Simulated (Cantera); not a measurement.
Gas mixture: 36.8 % O2, 63.2 % NO, at 1.01 bar, frozen composition.

Cantera's kinetic-theory transport with the Lennard-Jones parameters of GRI-Mech 3.0, ideal gas; thermal conductivity in the mixture-averaged form. The composition is frozen, though it would react at the higher temperatures.

One state of this run: ρ (kg/m³) = 0.326; cp (J/kg/K) = 1136; μ (µPa s) = 49.0; λ (mW/m/K) = 78.7; Pr = 0.708; D (cm²/s) NO = 2.02; D (cm²/s) O = 3.15; D (cm²/s) CH4 = 2.24. D: mixture-averaged diffusion coefficient of that species in the mixture.

Task: Which value of T (K) does it belong to?
A. 400
B. 650
C. 1150
D. 1400

Result: C, 1150
